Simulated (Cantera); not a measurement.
Input: 1 mol Si3N4, 0.12 mol N2O, 360 mol N2, held at 0.133 bar.

Method: chemical equilibrium by Gibbs-energy minimisation in Cantera with the NASA 1993 tables (ideal gas, pure condensed phases). Candidate condensed phases: Si, SiO2, Si2N2O, Si3N4; 16 gas species. Mutual solubility and eutectic melting of coexisting phases are not modelled. Kinetics and transport are ignored.

Problem. What share of the Si ends up in condensed phases as a function of T (K), at 973, 1073, 1173, 1273, 1373, 1473, 1573, 1673, 1773, 1873, 1973, 2073, 2173, 2273?

Solution. 
```json
[
 {"T (K)": "973", "Si condensed (%)": "100.0", "as": "Si2N2O(s) + Si3N4(s)"},
 {"T (K)": "1073", "Si condensed (%)": "100.0", "as": "Si2N2O(s) + Si3N4(s)"},
 {"T (K)": "1173", "Si condensed (%)": "100.0", "as": "Si2N2O(s) + Si3N4(s)"},
 {"T (K)": "1273", "Si condensed (%)": "100.0", "as": "Si2N2O(s) + Si3N4(s)"},
 {"T (K)": "1373", "Si condensed (%)": "100.0", "as": "Si2N2O(s) + Si3N4(s)"},
 {"T (K)": "1473", "Si condensed (%)": "100.0", "as": "Si2N2O(s) + Si3N4(s)"},
 {"T (K)": "1573", "Si condensed (%)": "100.0", "as": "Si2N2O(s) + Si3N4(s)"},
 {"T (K)": "1673", "Si condensed (%)": "99.3", "as": "Si2N2O(s) + Si3N4(s)"},
 {"T (K)": "1773", "Si condensed (%)": "96.0", "as": "Si3N4(s)"},
 {"T (K)": "1873", "Si condensed (%)": "95.6", "as": "Si3N4(s)"},
 {"T (K)": "1973", "Si condensed (%)": "92.5", "as": "Si3N4(s)"},
 {"T (K)": "2073", "Si condensed (%)": "84.2", "as": "Si(l)"},
 {"T (K)": "2173", "Si condensed (%)": "63.9", "as": "Si(l)"},
 {"T (K)": "2273", "Si condensed (%)": "15.2", "as": "Si(l)"}
]
```
